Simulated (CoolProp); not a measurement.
R227EA at several states: density (kg/m³) from the reference equation and from simpler models built on Tc = 374.9 K, pc = 29.25 bar, ω = 0.358; each cubic takes its own stable root.

Computed with CoolProp (reference Helmholtz-energy equation of state, Lemmon 2016).

```
T (K)  p (bar)   phase  reference  van der Waals  Redlich-Kwong  Peng-Robinson
-----  -------  ------  ---------  -------------  -------------  -------------
286.9    0.654     gas      4.758          4.721          4.739          4.755
185.1     23.7  liquid        ___            ___           1567           1813
214.9        3  liquid        ___            ___            ___            ___
322.3     1.29     gas      8.407            ___          8.382            ___
```

Some entries are withheld; supply them.


- 185.1, reference: 1773
- 185.1, van der Waals: 1061
- 214.9, reference: 1681
- 214.9, van der Waals: 1002
- 214.9, Redlich-Kwong: 1479
- 214.9, Peng-Robinson: 1736
- 322.3, van der Waals: 8.344
- 322.3, Peng-Robinson: 8.416
